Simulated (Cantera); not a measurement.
Thermodynamics of silicon oxide and oxynitride deposition, feed SiH2Cl2 + N2O + H2

Feed: 1 mol SiH2Cl2, 0.29 mol N2O, 70 mol H2, held at 0.133 bar.

Cantera equilibrium calculation (NASA polynomials, part measured and part estimated; ideal gas, pure solids and liquids). Candidate condensed phases: H2O, NH4Cl, Si, SiO2, Si2N2O, Si3N4; 47 gas species. Mutual solubility and eutectic melting of coexisting phases are not modelled. The tables' values for SiCl3 are old estimates; treat these amounts as uncertain. Equilibrium is a limit: real reactors are often held back by kinetics, nucleation or transport.

At 900 K the condensed part is Si2N2O(s). From 1000 K to 1500 K the condensed part is Si(s) + Si2N2O(s). The main Si-bearing gas is SiCl4 at 900 K and SiCl2 at 1500 K. The share of Si in condensed phases is highest at 1400 K (86.4 %) and lowest at 900 K (58.0 %).

```json
[
 {"T (K)": "900", "x H2": "0.988", "x HCl": "0.00641", "x SiCl4": "0.00401", "x SiHCl3": "0.00176", "x SiCl2": "4.82e-6", "x SiCl3": "2.01e-5", "n Si2N2O(s)": "0.290", "n Si(s)": "0"},
 {"T (K)": "1000", "x H2": "0.986", "x HCl": "0.00817", "x SiCl4": "0.00286", "x SiHCl3": "0.00243", "x SiCl2": "0.000115", "x SiCl3": "0.000117", "n Si2N2O(s)": "0.290", "n Si(s)": "0.00836"},
 {"T (K)": "1100", "x H2": "0.981", "x HCl": "0.0151", "x SiCl4": "0.00156", "x SiHCl3": "0.00150", "x SiCl2": "0.000475", "x SiCl3": "0.000231", "n Si2N2O(s)": "0.290", "n Si(s)": "0.137"},
 {"T (K)": "1200", "x H2": "0.976", "x HCl": "0.0211", "x SiCl4": "0.000466", "x SiHCl3": "0.000586", "x SiCl2": "0.00108", "x SiCl3": "0.000239", "n Si2N2O(s)": "0.290", "n Si(s)": "0.242"},
 {"T (K)": "1300", "x H2": "0.975", "x HCl": "0.0235", "x SiCl4": "8.28e-5", "x SiHCl3": "0.000157", "x SiCl2": "0.00151", "x SiCl3": "0.000145", "n Si2N2O(s)": "0.290", "n Si(s)": "0.281"},
 {"T (K)": "1400", "x H2": "0.974", "x HCl": "0.0239", "x SiCl4": "1.42e-5", "x SiHCl3": "4.09e-5", "x SiCl2": "0.00173", "x SiCl3": "7.59e-5", "n Si2N2O(s)": "0.290", "n Si(s)": "0.285"},
 {"T (K)": "1500", "x H2": "0.974", "x HCl": "0.0238", "x SiCl4": "2.87e-6", "x SiHCl3": "1.21e-5", "x SiCl2": "0.00187", "x SiCl3": "4.12e-5", "n Si2N2O(s)": "0.287", "n Si(s)": "0.284"}
]
```
x: gas mole fraction; n: condensed amount in mol.
